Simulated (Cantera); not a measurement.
Cantera run:

```python
import numpy as np
import cantera as ct

gas_names = """
    Cr CrN H H2 N NH NH2 NH3 N2 N2H2 N2H4
""".split()
cond_names = """
    Cr(cr) Cr(L) CrN(s) Cr2N(s)
""".split()


def load(file, names, dense=False):
    # The tables refer to 1 bar. Condensed volumes are neglected.
    table = {s.name: s for s in ct.Species.list_from_file(file)}
    out = []
    for n in names:
        d = dict(table[n].input_data)
        d["thermo"] = dict(d["thermo"], **{"reference-pressure": 1e5})
        if dense:
            d["equation-of-state"] = {"model": "constant-volume", "density": "1e6 g/cm^3"}
        out.append(ct.Species.from_dict(d))
    return out


gas = ct.Solution(thermo="ideal-gas", species=load("nasa_gas.yaml", gas_names))
cond = {s.name: ct.Solution(thermo="fixed-stoichiometry", species=[s], name=s.name)
        for s in load("nasa_condensed.yaml", cond_names, dense=True)}
atoms = {
    'Cr': {'Cr': 1},
    'N2': {'N': 2},
    'H2': {'H': 2},
}
top_T = {'CrN(s)': 1900, 'Cr2N(s)': 1900}  # K; cautious upper limits of use, not melting points


def equilibrate(T, P, feed):
    n = {}
    for name, mol in feed.items():
        for a, k in atoms[name].items():
            n[a] = n.get(a, 0.0) + k * mol
    gas.TPX = T, P, n
    mass = sum(n.values()) * gas.mean_molecular_weight
    gas.equilibrate("TP")
    valid = [c for c in cond.values() if c.min_temp <= T <= top_T.get(c.name, c.max_temp)]
    mix = ct.Mixture([(gas, mass / gas.mean_molecular_weight)] + [(c, 0.0) for c in valid])
    mix.T, mix.P = T, P
    mix.equilibrate("TP", solver="vcs", rtol=1e-11, max_steps=5000)
    return mix


results = []
feed = {'Cr': 1, 'N2': 0.52, 'H2': 22}  # mol
P = 0.86  # Pa
for T in [1375, 1525, 1675, 1825, 1975, 2125, 2275, 2425, 2575]:
    mix = equilibrate(T, P, feed)
    results.append((T, P, feed, dict(zip(mix.species_names, mix.species_moles))))

top = {s: max(r[3][s] / sum(r[3][g] for g in gas_names) for r in results) for s in gas_names}
cols = sorted((s for s in top if top[s] > 1e-05), key=lambda s: -top[s])[:9]
seen = [c for c in cond_names if any(r[3].get(c, 0) > 1e-12 for r in results)]
print("log10 of partial pressures in bar; condensed amounts in mol")
print(f"{'T/K':>10s}" + "".join(f"{s[:9]:>10s}" for s in cols + seen))
for T, P, feed, n in results:
    ng = sum(n[g] for g in gas_names)
    print(f"{T:10.4g}" + "".join(f"{np.log10(max(n[s] / ng * P / 1e5, 1e-99)):10.3f}" for s in cols)
          + "".join(f"{n.get(c, 0):10.4g}" for c in seen))
```

It prints:

```
log10 of partial pressures in bar; condensed amounts in mol
       T/K        H2         H        Cr        N2         N    Cr(cr)
      1375    -5.078    -8.004    -7.472    -6.704   -18.082    0.9114
      1525    -5.098    -7.175    -6.439    -6.723   -16.305         0
      1675    -5.112    -6.491    -6.445    -6.729   -14.839         0
      1825    -5.160    -5.936    -6.467    -6.751   -13.622         0
      1975    -5.295    -5.512    -6.523    -6.807   -12.607         0
      2125    -5.603    -5.241    -6.613    -6.897   -11.756         0
      2275    -6.107    -5.125    -6.686    -6.970   -11.013         0
      2425    -6.689    -5.091    -6.713    -6.998   -10.344         0
      2575    -7.246    -5.083    -6.721    -7.005    -9.744         0
```

Cantera equilibrium calculation (NASA polynomials, part measured and part estimated; ideal gas, pure solids and liquids).
